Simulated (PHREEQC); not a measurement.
Model water analysis in mg/L, 25 °C, pH 6.38, pe 0.6:

```json
[
 {"constituent": "Na", "mg/L": "2440"},
 {"constituent": "K", "mg/L": "155"},
 {"constituent": "Ca", "mg/L": "1.95"},
 {"constituent": "Mg", "mg/L": "278"},
 {"constituent": "Cl", "mg/L": "2960"},
 {"constituent": "S(6) as SO4", "mg/L": "2350"},
 {"constituent": "Alkalinity as HCO3", "mg/L": "0.358"},
 {"constituent": "Sr", "mg/L": "2.03"},
 {"constituent": "Si as SiO2", "mg/L": "90.1"},
 {"constituent": "Mn(2)", "mg/L": "2.47"}
]
```

Cl is adjusted to close the charge balance.
Valence states are taken as typed.

Model: ion-association model, phreeqc.dat, run in PHREEQC.

Question: The ionic strength comes out as 0.149 mol/kgw. What activity coefficients do SO4-2, NaSO4-, Mn+2, Ca+2, Na+ get?

Answer: SO4-2 0.33, NaSO4- 0.76, Mn+2 0.36, Ca+2 0.35, Na+ 0.76.

No solid was allowed to form. Examples of supersaturated solids here: Quartz (slow to form), Chalcedony (slow to form). Others may be too.
